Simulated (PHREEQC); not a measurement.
1 kg of water holding 30 mmol/kgw Na2CO3 meets 20 L of dry gas (CO2 1 by moles) at fixed total pressure, at 5 atm; fugacities by Peng-Robinson. The gases take part in no redox reaction, some water evaporates into the gas, and hydrates or a liquid gas phase aren't modelled. Precipitation was switched off in this run.

All values are PHREEQC results (ion-association model, phreeqc.dat), not measurements.

```json
[
 {"T (°C)": "10", "dissolved CO2 (all carbonate carbon) (mol/kgw)": "0.316", "φ of CO2": "0.968", "pH": "5.74"},
 {"T (°C)": "20", "dissolved CO2 (all carbonate carbon) (mol/kgw)": "0.247", "φ of CO2": "0.971", "pH": "5.79"},
 {"T (°C)": "30", "dissolved CO2 (all carbonate carbon) (mol/kgw)": "___", "φ of CO2": "0.974", "pH": "5.85"},
 {"T (°C)": "40", "dissolved CO2 (all carbonate carbon) (mol/kgw)": "0.173", "φ of CO2": "0.976", "pH": "5.92"},
 {"T (°C)": "50", "dissolved CO2 (all carbonate carbon) (mol/kgw)": "___", "φ of CO2": "0.979", "pH": "6.00"},
 {"T (°C)": "60", "dissolved CO2 (all carbonate carbon) (mol/kgw)": "0.137", "φ of CO2": "0.981", "pH": "___"},
 {"T (°C)": "70", "dissolved CO2 (all carbonate carbon) (mol/kgw)": "___", "φ of CO2": "0.982", "pH": "___"},
 {"T (°C)": "80", "dissolved CO2 (all carbonate carbon) (mol/kgw)": "0.116", "φ of CO2": "0.984", "pH": "6.27"},
 {"T (°C)": "90", "dissolved CO2 (all carbonate carbon) (mol/kgw)": "0.108", "φ of CO2": "0.986", "pH": "6.37"}
]
```

Problem. Complete the blanks.

Solution. 
- 30, dissolved CO2 (all carbonate carbon) (mol/kgw): 0.202
- 50, dissolved CO2 (all carbonate carbon) (mol/kgw): 0.152
- 60, pH: 6.08
- 70, dissolved CO2 (all carbonate carbon) (mol/kgw): 0.125
- 70, pH: 6.17

Species that the database lacks are ignored. Constants without temperature data keep their 25 °C values here.
